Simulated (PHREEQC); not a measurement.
A solution holds 0.22 mol/kgw HNO3, 0.00073 mol/kgw K2SO4 and 0.021 mol/kgw CuSO4, at 25 °C. Closed to the air; pH follows from the charge balance.

Model: ion-association model, phreeqc.dat, run in PHREEQC.

Each row changes one thing in this solution. Precipitation was switched off in this run.

| case | pH | ionic strength (mol/kgw) | Cu+2 (mol/kgw) | HSO4- (mol/kgw) | SO4-2 (mol/kgw) | CuSO4 (mol/kgw) |
|---|---|---|---|---|---|---|
| as made | 0.80 | 0.267 | 0.0200 | 0.0176 | 0.00318 | 0.000966 |
| diluted 2-fold with water | 1.08 | 0.135 | 0.00995 | 0.00804 | 0.00227 | 0.000553 |
| K2SO4 replaced by KHCO3 at the same molality | 0.80 | 0.266 | 0.0201 | 0.0170 | 0.00308 | 0.000936 |
| 0.021 mol/kgw CO2 added | 0.80 | 0.267 | 0.0200 | 0.0176 | 0.00318 | 0.000966 |
| K2SO4 from 0.00073 to 0.0011 mol/kgw | 0.80 | 0.268 | 0.0200 | 0.0179 | 0.00325 | 0.000982 |
| K2SO4 replaced by Li2SO4 at the same molality | 0.80 | 0.267 | 0.0200 | 0.0176 | 0.00318 | 0.000966 |
| temperature from 25 to 5 °C | 0.79 | 0.269 | 0.0198 | 0.0163 | 0.00424 | 0.00117 |

Constants without temperature data keep their 25 °C values here.
